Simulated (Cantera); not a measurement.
Charge: 1 mol SiHCl₃, 0.0041 mol Cl₂, 14 mol N₂, at 0.710 bar.

These are equilibrium values from Cantera (NASA tables, ideal gas, pure condensed phases), not measurements of a reactor. Candidate condensed phases: NH₄Cl, Si, Si₃N₄; 28 gas species. N₂ is the only nitrogen source here; it is nearly inert below about 1500 K, so the nitride shown seldom forms there in practice. The tables' values for SiCl₃ are old estimates; treat these amounts as uncertain. The numbers say what is thermodynamically allowed, not how fast it happens.

x: gas mole fraction; n: condensed amount in mol.

| T (K) | x N₂ | x HCl | x SiCl₄ | x SiCl₃ | x SiCl₂ | x H₂ | x SiHCl₃ | n Si₃N₄(s) |
|---|---|---|---|---|---|---|---|---|
| 973 | 0.905 | 0.0508 | 0.0369 | 5.15e-6 | 2.06e-8 | 0.00760 | 3.10e-5 | 0.147 |
| 1073 | 0.904 | 0.0524 | 0.0364 | 3.46e-5 | [?] | [?] | [?] | 0.149 |
| 1173 | 0.904 | 0.0537 | 0.0360 | 0.000167 | [?] | [?] | [?] | 0.150 |
| 1273 | 0.904 | 0.0546 | 0.0353 | 0.000622 | 7.17e-5 | 0.00560 | 0.000145 | 0.151 |
| 1373 | 0.903 | 0.0552 | 0.0340 | 0.00187 | 0.000476 | 0.00523 | 0.000204 | 0.149 |
| 1473 | 0.902 | 0.0554 | 0.0308 | 0.00460 | 0.00235 | 0.00504 | 0.000263 | 0.141 |
| 1573 | 0.898 | 0.0547 | 0.0241 | 0.00894 | 0.00871 | 0.00512 | 0.000299 | 0.119 |

### Question
What belongs in the gaps?

### Answer

- 1173, x SiCl₂: 7.62e-6
- 1173, x H₂: 0.00609
- 1173, x SiHCl₃: 9.52e-5
- 1073, x SiCl₂: 5.25e-7
- 1073, x H₂: 0.00674
- 1073, x SiHCl₃: 5.74e-5
